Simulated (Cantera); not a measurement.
Charge: 1 mol BN, 5.1 mol H2, equilibrated at 570 Torr.

Equilibrium computed with Cantera from the NASA thermochemical tables; the gas is ideal and each condensed phase is pure. Candidate condensed phases: B, BN; 15 gas species. Equilibrium is a limit: real reactors are often held back by kinetics, nucleation or transport. All values below are at 1225 K.

Base state: H2 1.00 (mole fractions); condensed: BN(s).

Problem. What changes in the equilibrium state with this change: 0.047 mol H2O added?

Solution. 
| species | before | after |
|---|---|---|
| H2 | 1.00 | 0.996 |
| N2 | 4.72e-9 | 0.00266 |
| H2O | 0 | 0.00111 |
| HBO2 | 0 | 4.50e-5 |
| BN(s), mol | 1.00 | 0.973 |
| B2O3(l), mol | 0 | 0.0136 |
Mutual solubility and eutectic melting of coexisting phases are not modelled. Gases not in the tables: H3BO3. Further candidate phases: B2O3, B3O3H3, H2O.
